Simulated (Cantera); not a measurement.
Cantera run:

```python
import numpy as np
import cantera as ct

gas_names = """
    CL CL2 H HCL H2 Si SiCL SiCL2 SiCL3 SiCL4 SiH SiHCL3 SiH2 SiH2CL2 SiH3 SiH3CL SiH4 Si2 Si3
""".split()
cond_names = """
    Si(cr) Si(L)
""".split()


def load(file, names, dense=False):
    # The tables refer to 1 bar. Condensed volumes are neglected.
    table = {s.name: s for s in ct.Species.list_from_file(file)}
    out = []
    for n in names:
        d = dict(table[n].input_data)
        d["thermo"] = dict(d["thermo"], **{"reference-pressure": 1e5})
        if dense:
            d["equation-of-state"] = {"model": "constant-volume", "density": "1e6 g/cm^3"}
        out.append(ct.Species.from_dict(d))
    return out


gas = ct.Solution(thermo="ideal-gas", species=load("nasa_gas.yaml", gas_names))
cond = {s.name: ct.Solution(thermo="fixed-stoichiometry", species=[s], name=s.name)
        for s in load("nasa_condensed.yaml", cond_names, dense=True)}
atoms = {
    'Si': {'Si': 1},
    'Cl2': {'CL': 2},
    'H2': {'H': 2},
}
top_T = {}  # K; cautious upper limits of use, not melting points


def equilibrate(T, P, feed):
    n = {}
    for name, mol in feed.items():
        for a, k in atoms[name].items():
            n[a] = n.get(a, 0.0) + k * mol
    gas.TPX = T, P, n
    mass = sum(n.values()) * gas.mean_molecular_weight
    gas.equilibrate("TP")
    valid = [c for c in cond.values() if c.min_temp <= T <= top_T.get(c.name, c.max_temp)]
    mix = ct.Mixture([(gas, mass / gas.mean_molecular_weight)] + [(c, 0.0) for c in valid])
    mix.T, mix.P = T, P
    mix.equilibrate("TP", solver="vcs", rtol=1e-11, max_steps=5000)
    return mix


results = []
feed = {'Si': 1, 'Cl2': 2.7, 'H2': 0.85}  # mol
P = 100000  # Pa
for T in [550, 625, 700, 775, 850, 925, 1000, 1075, 1150, 1225, 1300, 1375]:
    mix = equilibrate(T, P, feed)
    results.append((T, P, feed, dict(zip(mix.species_names, mix.species_moles))))
    x = sorted(zip(gas.X, gas.species_names), reverse=True)
    print(f"T = {T:g} K  P = {P:g} Pa  gas = {mix.phase_moles(0):.4g} mol")
    print("   x: " + "  ".join(f"{s} {v:.3e}" for v, s in x if v > 1e-06))
    print("   condensed (mol): " + ("  ".join(f"{mix.phase(i).name} {mix.phase_moles(i):.4g}"
          for i in range(1, mix.n_phases) if mix.phase_moles(i) > 1e-12) or "none"))
```

Result:

```
T = 550 K  P = 100000 Pa  gas = 2.55 mol
   x: HCL 5.490e-01  SiCL4 3.922e-01  H2 5.882e-02
   condensed (mol): none
T = 625 K  P = 100000 Pa  gas = 2.55 mol
   x: HCL 5.490e-01  SiCL4 3.922e-01  H2 5.882e-02  SiHCL3 2.031e-06
   condensed (mol): none
T = 700 K  P = 100000 Pa  gas = 2.55 mol
   x: HCL 5.490e-01  SiCL4 3.921e-01  H2 5.881e-02  SiHCL3 8.587e-06
   condensed (mol): none
T = 775 K  P = 100000 Pa  gas = 2.55 mol
   x: HCL 5.490e-01  SiCL4 3.921e-01  H2 5.880e-02  SiHCL3 2.717e-05
   condensed (mol): none
T = 850 K  P = 100000 Pa  gas = 2.55 mol
   x: HCL 5.491e-01  SiCL4 3.921e-01  H2 5.875e-02  SiHCL3 6.962e-05
   condensed (mol): none
T = 925 K  P = 100000 Pa  gas = 2.55 mol
   x: HCL 5.492e-01  SiCL4 3.920e-01  H2 5.867e-02  SiHCL3 1.522e-04  SiCL3 3.848e-06
   condensed (mol): none
T = 1000 K  P = 100000 Pa  gas = 2.55 mol
   x: HCL 5.493e-01  SiCL4 3.918e-01  H2 5.852e-02  SiHCL3 2.941e-04  SiCL3 2.115e-05
   condensed (mol): none
T = 1075 K  P = 100000 Pa  gas = 2.55 mol
   x: HCL 5.496e-01  SiCL4 3.915e-01  H2 5.826e-02  SiHCL3 5.157e-04  SiCL3 9.107e-05
   condensed (mol): none
T = 1150 K  P = 100000 Pa  gas = 2.55 mol
   x: HCL 5.501e-01  SiCL4 3.909e-01  H2 5.782e-02  SiHCL3 8.344e-04  SiCL3 3.217e-04  SiCL2 2.896e-06
   condensed (mol): none
T = 1225 K  P = 100000 Pa  gas = 2.551 mol
   x: HCL 5.510e-01  SiCL4 3.897e-01  H2 5.703e-02  SiHCL3 1.259e-03  SiCL3 9.644e-04  SiCL2 1.887e-05
   condensed (mol): none
T = 1300 K  P = 100000 Pa  gas = 2.553 mol
   x: HCL 5.528e-01  SiCL4 3.872e-01  H2 5.562e-02  SiCL3 2.509e-03  SiHCL3 1.775e-03  SiCL2 9.649e-05  CL 2.187e-06  SiH2CL2 1.148e-06
   condensed (mol): none
T = 1375 K  P = 100000 Pa  gas = 2.558 mol
   x: HCL 5.561e-01  SiCL4 3.824e-01  H2 5.304e-02  SiCL3 5.736e-03  SiHCL3 2.327e-03  SiCL2 3.953e-04  CL 6.852e-06  SiH2CL2 2.098e-06
   condensed (mol): none
```

Method: chemical equilibrium by Gibbs-energy minimisation in Cantera with the NASA 1993 tables (ideal gas, pure condensed phases). The tables' values for SiCl3 are old estimates; treat these amounts as uncertain.
